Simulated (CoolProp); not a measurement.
Computed with CoolProp (reference Helmholtz-energy equation of state, Gao 2022).

Q: For n-perfluorohexane, give the phase and the cp (kJ/(kg K)), speed of sound (m/s), expansivity (1/kK) at 214.3 K and 2220 kPa; 292.9 K and 2220 kPa; 312.5 K and 2220 kPa.

A: 
- 214.3 K and 2220 kPa: liquid; cp 0.916, speed of sound 743, expansivity 1.45
- 292.9 K and 2220 kPa: liquid; cp 1.04, speed of sound 544, expansivity 1.64
- 312.5 K and 2220 kPa: liquid; cp 1.06, speed of sound 493, expansivity 1.76
